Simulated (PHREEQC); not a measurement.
3.4 g of hydrous ferric oxide (600 m²/g; 0.2 weak and 0.005 strong sites per Fe, Dzombak-Morel constants, diffuse double layer) in 1 kg of water with 0.005 mol/kgw of an inert sodium salt and 6.6 mmol/kgw NaF, at 25 °C; the pH is set by adding NaOH or the inert anion's acid. Oxygen is held at 0.21 atm. The system is closed to CO2. No solid was allowed to form.

Equilibrium calculation in PHREEQC: ion-association model, wateq4f.dat.

```
pH   F sorbed (%)  surface charge σ (C/m²)  surface potential ψ (mV)
---  ------------  -----------------------  ------------------------
3            83.1                    0.105                       140
3.5          85.5                    0.089                       134
4            84.7                    0.074                       125
4.5          81.4                    0.058                       114
5            75.7                    0.043                        99
5.5          67.7                    0.031                        83
6            57.8                    0.021                        66
6.5          46.6                    0.014                        48
7            34.9                    0.008                        31
7.5          23.8                    0.003                        13
8            14.1                   -0.001                        -6
8.5           7.0                   -0.007                       -27
9             3.0                   -0.015                       -51
```

The oxide is taken as insoluble; below pH 4 it would dissolve.
